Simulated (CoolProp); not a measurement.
Vapour-liquid equilibrium of ethanol (1) + o-xylene (2) at 400.9 K; x and y are mole fractions of (1).

Computed with CoolProp (multi-fluid Helmholtz-energy mixture model, Schroeder 2014 and Zhou 2012; pair parameters Bell 2016).

Question: Give the bubble pressure and the first vapour's composition at x = 0.2, 0.65, 0.95. Is there an azeotrope?

Answer: x = 0.2: 0.2984 MPa, y = 0.801; x = 0.65: 0.4385 MPa, y = 0.896; x = 0.95: 0.5214 MPa, y = 0.978. No azeotrope shows between x = 0.05 and 0.95.

The pair parameters rest on a limited set of measurements; away from them the model extrapolates. With so large a gap from Raoult's law the liquid may split in two, which this calculation doesn't test in full.
